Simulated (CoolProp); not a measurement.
Values from CoolProp's reference Helmholtz-energy equation of state, Younglove 1994. It is a modified Benedict-Webb-Rubin equation, recast in Helmholtz form.

### Question
Give the vapour pressure (kPa), vapour density (kg/m³), enthalpy of vaporisation (kJ/kg), liquid cp (kJ/(kg K)) of saturated R123 at -28.75, -16.05, -3.25 °C.

### Answer
```json
[
 {"T (°C)": "-28.75", "p (kPa)": "7.27", "vapour density (kg/m³)": "0.551", "enthalpy of vaporisation (kJ/kg)": "192", "liquid cp (kJ/(kg K))": "0.959"},
 {"T (°C)": "-16.05", "p (kPa)": "14.8", "vapour density (kg/m³)": "1.07", "enthalpy of vaporisation (kJ/kg)": "188", "liquid cp (kJ/(kg K))": "0.972"},
 {"T (°C)": "-3.25", "p (kPa)": "28.1", "vapour density (kg/m³)": "1.95", "enthalpy of vaporisation (kJ/kg)": "183", "liquid cp (kJ/(kg K))": "0.987"}
]
```
